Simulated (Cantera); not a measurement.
Cantera run, input and output.

```python
import numpy as np
import cantera as ct

gas = ct.Solution("gri30.yaml")
gas.TPX = 523, 160000, {'CH4': 1, 'O2': 4.35, 'N2': 16.3}
inlet = ct.Reservoir(gas, clone=True)
gas.equilibrate("HP")  # start burning
reactor = ct.IdealGasConstPressureReactor(gas, energy="on", clone=False)
exhaust = ct.Reservoir(gas, clone=True)
tau = [0.28, 0.11, 0.041, 0.016, 0.006, 0.0023, 0.00089, 0.00034, 0.00013, 5e-05, 1.9e-05, 7.4e-06][0]
for a, b in ((inlet, reactor), (reactor, exhaust)):
    ct.MassFlowController(a, b, mdot=lambda t: reactor.mass / tau)
net = ct.ReactorNet([reactor])
show = ['CH4', 'O2', 'H2O', 'O', 'H']

rows = []
print(f"{'tau/s':>10s}{'T/K':>9s}" + "".join(f"{s:>11s}" for s in show))
for tau in [0.28, 0.11, 0.041, 0.016, 0.006, 0.0023, 0.00089, 0.00034, 0.00013, 5e-05, 1.9e-05, 7.4e-06]:
    net.initial_time = 0.0
    net.advance(30 * tau)
    before = gas.X
    net.advance(40 * tau)
    drift = np.max(np.abs(gas.X - before) / (gas.X + 1e-9))
    rows.append([gas.T, *gas[show].X, drift])
    print(f"{tau:10.3e}{gas.T:9.1f}" + "".join(f"{x:11.3e}" for x in gas[show].X))
```

It prints:

```
     tau/s      T/K        CH4         O2        H2O          O          H
 2.800e-01   1583.2  9.136e-06  1.085e-01  9.217e-02  2.474e-05  1.095e-06
 1.100e-01   1581.6  1.683e-05  1.086e-01  9.208e-02  4.418e-05  2.645e-06
 4.100e-02   1578.5  3.202e-05  1.086e-01  9.194e-02  8.217e-05  6.794e-06
 1.600e-02   1573.2  5.937e-05  1.088e-01  9.171e-02  1.477e-04  1.664e-05
 6.000e-03   1562.9  1.149e-04  1.092e-01  9.132e-02  2.656e-04  4.136e-05
 2.300e-03   1543.4  2.295e-04  1.102e-01  9.066e-02  4.434e-04  9.548e-05
 8.900e-04   1502.4  5.313e-04  1.126e-01  8.934e-02  6.217e-04  1.915e-04
 3.400e-04    523.0  4.619e-02  2.009e-01 -4.619e-16 -3.789e-31 -3.239e-32
 1.300e-04    523.0  4.619e-02  2.009e-01 -8.678e-19  3.542e-29  3.224e-34
 5.000e-05    523.0  4.619e-02  2.009e-01 -5.482e-20  9.103e-30  1.372e-34
 1.900e-05    523.0  4.619e-02  2.009e-01 -3.463e-21  1.749e-30  3.763e-35
 7.400e-06    523.0  4.619e-02  2.009e-01 -2.187e-22  3.021e-31  1.073e-35
```

Model: GRI-Mech 3.0 (53 species, 325 reactions), integrated in Cantera.
